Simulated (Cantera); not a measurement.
## Silicon epitaxy and polysilicon growth: Si2Cl6 + H2

Input: 1 mol Si2Cl6, 130 mol H2, equilibrated at 750 Torr.

These are equilibrium values from Cantera (NASA tables, ideal gas, pure condensed phases), not measurements of a reactor. Candidate condensed phases: Si; 19 gas species. The feed counts by its element totals alone. The tables' values for SiCl3 are old estimates; treat these amounts as uncertain. Kinetics and transport are ignored.

From 552 °C to 1152 °C the condensed part is Si(s). The main Si-bearing gas is SiHCl3 at 552 °C and SiCl2 at 1152 °C. The share of Si in condensed phases is highest at 1152 °C (66.1 %) and lowest at 552 °C (12.4 %).

| T (°C) | x H2 | x HCl | x SiHCl3 | x SiCl4 | x SiCl2 | x SiH2Cl2 | n Si(s) |
|---|---|---|---|---|---|---|---|
| 552 | 0.986 | 0.000955 | 0.00704 | 0.00552 | 1.03e-6 | 0.000758 | 0.248 |
| 602 | 0.985 | 0.00172 | 0.00683 | 0.00546 | 3.83e-6 | 0.000782 | 0.278 |
| 652 | 0.984 | 0.00290 | 0.00658 | 0.00532 | 1.23e-5 | 0.000798 | 0.322 |
| 702 | 0.983 | 0.00459 | 0.00625 | 0.00510 | 3.45e-5 | 0.000802 | 0.385 |
| 752 | 0.981 | 0.00688 | 0.00583 | 0.00476 | 8.61e-5 | 0.000793 | 0.469 |
| 802 | 0.979 | 0.00984 | 0.00531 | 0.00429 | 0.000193 | 0.000769 | 0.575 |
| 852 | 0.977 | 0.0134 | 0.00468 | 0.00370 | 0.000391 | 0.000726 | 0.700 |
| 902 | 0.974 | 0.0175 | 0.00394 | 0.00300 | 0.000716 | 0.000663 | 0.837 |
| 952 | 0.971 | 0.0217 | 0.00312 | 0.00224 | 0.00119 | 0.000581 | 0.976 |
| 1002 | 0.967 | 0.0258 | 0.00231 | 0.00153 | 0.00178 | 0.000485 | 1.10 |
| 1052 | 0.965 | 0.0292 | 0.00158 | 0.000935 | 0.00242 | 0.000384 | 1.21 |
| 1102 | 0.963 | 0.0317 | 0.00101 | 0.000522 | 0.00301 | 0.000290 | 1.28 |
| 1152 | 0.962 | 0.0333 | 0.000615 | 0.000273 | 0.00349 | 0.000212 | 1.32 |
x: gas mole fraction; n: condensed amount in mol.
